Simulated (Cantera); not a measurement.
Feed: 1 mol CH3F, 0.69 mol H2, held at 3373.15 K and 0.0100 bar.

Method: chemical equilibrium by Gibbs-energy minimisation in Cantera with the NASA 1993 tables (ideal gas, pure condensed phases). Candidate condensed phases: C, C6H6, C7H8, C8H18; 95 gas species. The numbers say what is thermodynamically allowed, not how fast it happens.

Base state: H 0.678, HF 0.149, F 0.0478, C3 0.0404, C 0.0400, H2 0.0239, C2 0.0131, CF 0.00369 (mole fractions); condensed: gas only.

Problem. What changes in the equilibrium state with this change: temperature from 3373.15 K to 1098 K?

Solution. 
```tsv
species	before	after
H2	0.0239	0.628
HF	0.149	0.372
CH4	<1e-9	0.000144
H	0.678	1.96e-7
F	0.0478	<1e-9
C3	0.0404	<1e-9
C	0.0400	<1e-9
C2	0.0131	<1e-9
CF	0.00369	<1e-9
C2H	0.00344	<1e-9
C(graphite), mol	0	1.000
```
